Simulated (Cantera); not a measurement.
An isothermal, constant-pressure homogeneous reactor starts with 69.4 % NH₃, 30.6 % H₂, at 2100 K and 750 Torr.

Computed with Cantera and the gas-phase N/H chemistry of the illustrative SiF4/NH3 mechanism in the Surface Chemkin manual (1991). Walls and surfaces, which speed up NH3 decomposition in real reactors, are not modelled.

One state of this run: x NH₃ = 0.580; x H₂ = 0.385; x NH = 2.63e-5; x N = 1.35e-6; x NH₂ = 0.00137. x: mole fraction; the columns are a selection and need not sum to one.

Problem. Which value of t (s) does it belong to?
A) 0.00875
B) 9.15e-5
C) 0.837
D) 0.00191

Solution. D, 0.00191
